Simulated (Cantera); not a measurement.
An isothermal, constant-pressure homogeneous reactor starts with CH₄ : N₂ = 1 : 3.1 (molar parts), at 1475 K and 13300 Pa.

Detailed kinetics in Cantera: GRI-Mech 3.0 (53 species, 325 reactions). GRI-Mech 3.0 stops at C3 and has no aromatics, soot or wall deposition, so with more carbon than oxygen in the feed, carbon stays in small species such as C2H2 where larger ones or solid carbon would form.

x: mole fraction; the columns are a selection and need not sum to one.

```json
[
 {"t (s)": "0.000400", "x CH₄": "0.244", "x C₂H": "<1e-12", "x CH₃": "6.72e-6", "x C₂H₂": "<1e-12", "x C₂H₆": "5.62e-9", "x C₂H₄": "2.31e-9", "x H": "1.44e-8"},
 {"t (s)": "0.00118", "x CH₄": "0.244", "x C₂H": "<1e-12", "x CH₃": "1.96e-5", "x C₂H₂": "5.19e-11", "x C₂H₆": "1.38e-7", "x C₂H₄": "6.13e-8", "x H": "1.49e-8"},
 {"t (s)": "0.00348", "x CH₄": "0.244", "x C₂H": "<1e-12", "x CH₃": "(withheld)", "x C₂H₂": "(withheld)", "x C₂H₆": "(withheld)", "x C₂H₄": "(withheld)", "x H": "(withheld)"},
 {"t (s)": "0.0103", "x CH₄": "0.244", "x C₂H": "<1e-12", "x CH₃": "0.000108", "x C₂H₂": "2.94e-7", "x C₂H₆": "3.23e-5", "x C₂H₄": "2.22e-5", "x H": "3.38e-8"},
 {"t (s)": "0.0303", "x CH₄": "0.243", "x C₂H": "2.47e-12", "x CH₃": "(withheld)", "x C₂H₂": "(withheld)", "x C₂H₆": "(withheld)", "x C₂H₄": "(withheld)", "x H": "(withheld)"},
 {"t (s)": "0.0894", "x CH₄": "0.239", "x C₂H": "4.82e-11", "x CH₃": "0.000259", "x C₂H₂": "0.000359", "x C₂H₆": "0.000345", "x C₂H₄": "0.00142", "x H": "3.67e-7"},
 {"t (s)": "0.264", "x CH₄": "0.224", "x C₂H": "4.44e-10", "x CH₃": "0.000243", "x C₂H₂": "0.00457", "x C₂H₆": "0.000303", "x C₂H₄": "0.00337", "x H": "1.26e-6"},
 {"t (s)": "0.779", "x CH₄": "0.193", "x C₂H": "1.42e-9", "x CH₃": "0.000184", "x C₂H₂": "0.0182", "x C₂H₆": "0.000164", "x C₂H₄": "0.00219", "x H": "2.88e-6"},
 {"t (s)": "2.30", "x CH₄": "0.143", "x C₂H": "2.82e-9", "x CH₃": "0.000127", "x C₂H₂": "0.0394", "x C₂H₆": "7.19e-5", "x C₂H₄": "0.00114", "x H": "5.38e-6"},
 {"t (s)": "6.78", "x CH₄": "0.0795", "x C₂H": "4.87e-9", "x CH₃": "7.43e-5", "x C₂H₂": "0.0652", "x C₂H₆": "2.17e-5", "x C₂H₄": "0.000900", "x H": "9.17e-6"},
 {"t (s)": "20.0", "x CH₄": "0.0286", "x C₂H": "7.67e-9", "x CH₃": "3.22e-5", "x C₂H₂": "0.0855", "x C₂H₆": "3.67e-6", "x C₂H₄": "0.00112", "x H": "1.44e-5"}
]
```

What belongs in the gaps?


- 0.00348, x CH₃: 5.29e-5
- 0.00348, x C₂H₂: 4.42e-9
- 0.00348, x C₂H₆: 2.89e-6
- 0.00348, x C₂H₄: 1.43e-6
- 0.00348, x H: 1.86e-8
- 0.0303, x CH₃: 0.000180
- 0.0303, x C₂H₂: 1.20e-5
- 0.0303, x C₂H₆: 0.000148
- 0.0303, x C₂H₄: 0.000213
- 0.0303, x H: 8.98e-8
